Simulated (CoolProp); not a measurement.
Properties of ammonia along the isotherm 187.25 °C.

The numbers come from the reference Helmholtz-energy equation of state, Gao 2020 in CoolProp.

```csv
p (MPa),phase,Z,cp (kJ/(kg K)),speed of sound (m/s)
0.437,gas,0.9910,2.426,529.0
0.874,gas,0.9819,2.468,526.3
1.31,gas,0.9727,2.511,…
1.75,gas,0.9634,2.557,…
2.19,gas,0.9540,2.604,…
2.62,gas,0.9447,2.652,515.5
3.06,gas,0.9351,2.703,…
3.5,gas,0.9254,2.756,509.9
3.93,gas,0.9158,2.810,507.2
4.37,gas,0.9059,2.867,504.4
4.81,gas,0.8960,2.928,501.5
5.24,gas,0.8861,2.989,498.7
5.68,gas,0.8759,3.055,495.8
```

Task: Fill in the missing entries.

Result: 
- 1.31, speed of sound (m/s): 523.7
- 1.75, speed of sound (m/s): 520.9
- 2.19, speed of sound (m/s): 518.2
- 3.06, speed of sound (m/s): 512.7
